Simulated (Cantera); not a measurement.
Feed: 1 mol B, 3.8 mol NH3, 3.6 mol N2, 0.19 mol H2O, at 52.0 mbar.

Equilibrium computed with Cantera from the NASA thermochemical tables; the gas is ideal and each condensed phase is pure. Candidate condensed phases: B, BN, B2O3, B3O3H3, H2O; 39 gas species. Mutual solubility and eutectic melting of coexisting phases are not modelled. The numbers say what is thermodynamically allowed, not how fast it happens.

Over these rows the condensed part is BN(s) + B2O3(l). Partial pressures as log10 of bar:

```tsv
T (K)	1000/T (1/K)	log p HBO2	log p H2	log p N2
773	1.2937	-9.34	-1.55	-1.62
873	1.1455	-7.96	-1.55	-1.62
973	1.0277	-6.89	-1.55	-1.62
1073	0.9320	-6.02	-1.55	-1.62
1173	0.8525	-5.32	-1.55	-1.62
1273	0.7855	?	-1.55	-1.62
```

### Question
Fit log p(HBO2) = a + b·(1000/T) to the five rows, give the apparent enthalpy, and predict the row at 1273 K.

### Answer
Means: 1000/T = 1.0503, log p = -7.106. Sxy = -1.111683, Sxx = 0.1219371, so b = -9.12 and a = -7.106 − (-9.12)×1.0503 = 2.47.
Apparent enthalpy: −19.145 × (-9.12) = 175 kJ/mol. With the condensed phases at unit activity, 2/3 B2O3(l) + 1/2 H2(g) + 1/6 N2(g) = HBO2(g) + 1/3 BN(s) links this pressure to the main gases: over the six rows their terms move log p by +0.00 in all, so the slope is close to that reaction's ΔH°. The five rows lie within 0.02 of the line.
Prediction at 1273 K: 2.47 + (-9.12)×0.7855 = -4.69. The computed value is -4.74, 0.05 from the line.
